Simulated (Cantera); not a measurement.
Feed: 1 mol c-C₄F₈, 0.33 mol HCl, 0.98 mol H₂, at 2552 °C and 0.210 Torr.

Equilibrium computed with Cantera from the NASA thermochemical tables; the gas is ideal and each condensed phase is pure. Candidate condensed phases: C, C₆H₆, C₇H₈, C₈H₁₈; 118 gas species. The feed counts by its element totals alone. The numbers say what is thermodynamically allowed, not how fast it happens.

Base state: F 0.563, HF 0.184, C₃ 0.100, H 0.0411, CF 0.0384, Cl 0.0324, C 0.0268, C₂ 0.0113 (mole fractions); condensed: gas only.

What changes in the equilibrium state with this change: H₂ from 0.98 to 20 mol?


```json
[
 {"species": "H", "before": "0.0411", "after": "0.743"},
 {"species": "HF", "before": "0.184", "after": "0.159"},
 {"species": "F", "before": "0.563", "after": "0.0269"},
 {"species": "C₃", "before": "0.100", "after": "0.0218"},
 {"species": "H₂", "before": "5.94e-5", "after": "0.0194"},
 {"species": "CF", "before": "0.0384", "after": "0.00110"},
 {"species": "Cl", "before": "0.0324", "after": "0.00743"},
 {"species": "C₂", "before": "0.0113", "after": "0.00409"},
 {"species": "C", "before": "0.0268", "after": "0.0161"},
 {"species": "CF₂", "before": "0.00116", "after": "1.60e-6"},
 {"species": "C₂H₂ (acetylene)", "before": "1.62e-6", "after": "0.000191"}
]
```
